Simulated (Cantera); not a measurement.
Feed: 1 mol borazine, 4.7 mol O₂, 28 mol H₂, at 100000 Pa.

These are equilibrium values from Cantera (NASA tables, ideal gas, pure condensed phases), not measurements of a reactor. Candidate condensed phases: B, BN, B₂O₃, B₃O₃H₃, H₂O; 39 gas species. The feed counts by its element totals alone. Gases not in the tables: H₃BO₃. The numbers say what is thermodynamically allowed, not how fast it happens. All values below are at 950 K.

Base state: H₂ 0.804, H₂O 0.148, N₂ 0.0461, (HBO₂)₃ 0.00206, NH₃ 0.000128 (mole fractions); condensed: B₂O₃(l).

### Question
What changes in the equilibrium state with this change: borazine replaced by BCl₃?

### Answer
```tsv
species	before	after
H₂	0.804	0.632
H₂O	0.148	0.261
HCl	0	0.102
N₂	0.0461	0
(HBO₂)₃	0.00206	0.00484
NH₃	0.000128	0
B₂O₃(l), mol	1.40	0.286
```
